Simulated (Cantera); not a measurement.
Mixture: C2H4 : O2 : N2 : H2O = 1 : 2.73 : 10.3 : 0.4 (molar parts), at 10.0 bar, adiabatic and at constant pressure. Ignition delay is the time to a rise of 400 K.

Computed with Cantera and GRI-Mech 3.0 (53 species, 325 reactions). GRI-Mech 3.0 was tuned for natural gas; its chemistry of ethylene as a main component is partial and can be far from experiment.

Question: Predict: delay at 1200 K; delay at 1350 K; delay at 1500 K; delay at 1650 K; delay at 1800 K; apparent activation energy between 1650 and 1800 K.

Answer: 
```
Item                                                    Value
--------------------------------------------------  ---------
delay at 1200 K                                      0.681 ms
delay at 1350 K                                       36.4 µs
delay at 1500 K                                       5.48 µs
delay at 1650 K                                       2.33 µs
delay at 1800 K                                       1.36 µs
apparent activation energy between 1650 and 1800 K  89 kJ/mol
```
